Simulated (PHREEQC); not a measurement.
Dissolve 25 mmol/kgw CuSO4 and 0.099 mmol/kgw FeCl3 at 75 °C. Closed to the air; pH follows from the charge balance.

The numbers come from PHREEQC with the ion-association model, wateq4f.dat.

No solid was allowed to form.

Order these S species by the share of S that they hold, largest first: CuSO4, HSO4-, SO4-2.

SO4-2 (59 %), CuSO4 (41 %), HSO4- (0.80 %)

Order these Fe species by the share of Fe that they hold, largest first: FeSO4+, Fe(OH)3, Fe(SO4)2-, FeOH+2, Fe(OH)2+.

Fe(OH)2+ (90 %), FeOH+2 (8.2 %), Fe(OH)3 (0.77 %), FeSO4+ (0.68 %), Fe(SO4)2- (0.10 %)

The pH is 4.11 and the ionic strength 0.0592 mol/kgw. Examples of supersaturated solids here: Hematite (slow to form), Goethite (slow to form). Others may be too. Constants without temperature data keep their 25 °C values here.
